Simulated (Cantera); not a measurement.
A closed system holds: 1 mol Fe3O4, 1.9 mol HCl, equilibrated at 1400 Pa.

Method: chemical equilibrium by Gibbs-energy minimisation in Cantera with the NASA 1993 tables (ideal gas, pure condensed phases). Candidate condensed phases: Fe, FeCl2, FeCl3, FeO, Fe(OH)2, Fe(OH)3, Fe2O3, Fe3O4, H2O; 22 gas species. Mutual solubility and eutectic melting of coexisting phases are not modelled. The numbers say what is thermodynamically allowed, not how fast it happens.

Which condensed phases are stable at each of these points (T (K)): 1198, 1273, 1348, 1423, 1498, 1573, 1648, 1723?


```json
[
 {"T (K)": "1198", "condensed phases": "Fe2O3(s) + Fe3O4(s)", "Fe condensed (%)": "95.2"},
 {"T (K)": "1273", "condensed phases": "Fe2O3(s) + Fe3O4(s)", "Fe condensed (%)": "94.3"},
 {"T (K)": "1348", "condensed phases": "Fe2O3(s) + Fe3O4(s)", "Fe condensed (%)": "93.5"},
 {"T (K)": "1423", "condensed phases": "Fe3O4(s)", "Fe condensed (%)": "92.1"},
 {"T (K)": "1498", "condensed phases": "Fe3O4(s)", "Fe condensed (%)": "90.3"},
 {"T (K)": "1573", "condensed phases": "Fe3O4(s)", "Fe condensed (%)": "88.5"},
 {"T (K)": "1648", "condensed phases": "Fe3O4(s)", "Fe condensed (%)": "86.7"},
 {"T (K)": "1723", "condensed phases": "Fe3O4(s)", "Fe condensed (%)": "85.1"}
]
```

From 1198 K to 1348 K the condensed part is Fe2O3(s) + Fe3O4(s). From 1423 K to 1723 K the condensed part is Fe3O4(s).
